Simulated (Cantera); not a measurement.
An isothermal, constant-pressure homogeneous reactor starts with H₂ : O₂ = 0.022 : 1 (molar parts), equivalence ratio 0.011, at 1023 K and 0.00859 atm.

Computed with Cantera and GRI-Mech 3.0 (53 species, 325 reactions). Radical loss at walls, strong at low pressure, is not modelled.

x: mole fraction; the columns are a selection and need not sum to one.

```
t (s)         x H₂   x O₂       x O       x H     x HO₂      x OH    x H₂O₂
--------  --------  -----  --------  --------  --------  --------  --------
0.000100    0.0215  0.978  5.96e-12  1.93e-11  2.47e-11  5.57e-12    <1e-12
0.000277    0.0215  0.978  3.60e-11  4.17e-11  6.85e-11  3.01e-11    <1e-12
0.000765    0.0215  0.978  2.12e-10  1.07e-10  1.90e-10  1.41e-10    <1e-12
0.00211     0.0215  0.978   2.08e-9  6.82e-10  5.40e-10   1.14e-9    <1e-12
0.00585     0.0215  0.978   2.40e-7   7.31e-8         …   1.27e-7  1.15e-12
0.0162     0.00736  0.968   0.00729   0.00353         …   0.00200   1.60e-7
0.0447    0.000167  0.967    0.0105   0.00166         …  0.000737   2.61e-8
0.124      7.49e-5  0.973   0.00489  0.000510         …  0.000491   2.59e-8
0.342      1.93e-5  0.977   0.00128   6.75e-5         …  0.000248   2.41e-8
0.946      3.24e-6  0.978  0.000223   4.89e-6         …  0.000103   1.82e-8
2.62       4.87e-7  0.978   3.51e-5   3.06e-7         …   4.12e-5   1.00e-8
7.23       8.25e-8  0.978   6.18e-6   2.26e-8         …   1.73e-5   4.19e-9
20.0       1.71e-8  0.978   1.32e-6   2.24e-9         …   8.02e-6   1.51e-9
```

Problem. What belongs in the gaps?

Solution. 
- 0.00585, x HO₂: 3.79e-9
- 0.0162, x HO₂: 3.14e-6
- 0.0447, x HO₂: 2.18e-6
- 0.124, x HO₂: 1.66e-6
- 0.342, x HO₂: 9.27e-7
- 0.946, x HO₂: 3.57e-7
- 2.62, x HO₂: 1.02e-7
- 7.23, x HO₂: 2.51e-8
- 20.0, x HO₂: 6.38e-9
